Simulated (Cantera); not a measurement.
Cantera run, input and output.

```python
import numpy as np
import cantera as ct

gas = ct.Solution("gri30.yaml")


def delay(T, t_max=10):
    gas.TPX = T, 2200000, {'CH4': 1, 'C2H6': 0.061, 'C3H8': 1.2, 'O2': 13.2, 'N2': 74.2}
    reactor = ct.IdealGasReactor(gas, clone=False)
    net = ct.ReactorNet([reactor])
    net.rtol, net.atol = 1e-8, 1e-16
    while net.time < t_max:
        t_old, T_old = net.time, reactor.T
        net.step()
        if reactor.T > T + 400:  # ignition: a rise of 400 K
            return t_old + (T + 400 - T_old) / (reactor.T - T_old) * (net.time - t_old)
    return np.nan


taus = []
for T in [1225, 1300, 1375, 1450, 1525, 1600, 1675, 1750, 1825, 1900]:
    taus.append(delay(T))
    print(f"T0 = {T:6g} K   tau = {taus[-1]:.4e} s")
```

It prints:

```
T0 =   1225 K   tau = 6.5821e-04 s
T0 =   1300 K   tau = 2.1380e-04 s
T0 =   1375 K   tau = 7.5577e-05 s
T0 =   1450 K   tau = 2.9872e-05 s
T0 =   1525 K   tau = 1.3323e-05 s
T0 =   1600 K   tau = 6.6705e-06 s
T0 =   1675 K   tau = 3.7049e-06 s
T0 =   1750 K   tau = 2.2518e-06 s
T0 =   1825 K   tau = 1.4779e-06 s
T0 =   1900 K   tau = 1.0349e-06 s
```

Detailed kinetics in Cantera: GRI-Mech 3.0 (53 species, 325 reactions). GRI-Mech 3.0 was tuned for natural gas; its chemistry of propane as a main component is partial and can be far from experiment. The pressure lies above the range GRI-Mech 3.0 was tuned for (to about 10 atm).
